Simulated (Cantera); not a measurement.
Input: 1 mol HMDSO, 0.79 mol N2O, 160 mol N2, at 0.128 Torr.

These are equilibrium values from Cantera (NASA tables, ideal gas, pure condensed phases), not measurements of a reactor. Candidate condensed phases: C, C6H6, C7H8, C8H18, H2O, Si, SiC, SiO2, Si2N2O, Si3N4; 151 gas species. The feed counts by its element totals alone. Rates play no part.

Which condensed phases are stable at each of these points (T (°C)): 1025, 1125, 1225, 1325, 1425, 1525, 1625, 1725, 1825?


| T (°C) | condensed phases | Si condensed (%) |
|---|---|---|
| 1025 | C(graphite) + SiC(s) | 99.9 |
| 1125 | C(graphite) + SiC(s) | 99.9 |
| 1225 | C(graphite) + SiC(s) | 99.8 |
| 1325 | C(graphite) + SiC(s) | 99.7 |
| 1425 | C(graphite) + SiC(s) | 99.1 |
| 1525 | C(graphite) + SiC(s) | 95.6 |
| 1625 | C(graphite) + SiC(s) | 74.8 |
| 1725 | C(graphite) | 0.0 |
| 1825 | C(graphite) | 0.0 |

From 1025 °C to 1625 °C the condensed part is C(graphite) + SiC(s). From 1725 °C to 1825 °C the condensed part is C(graphite).
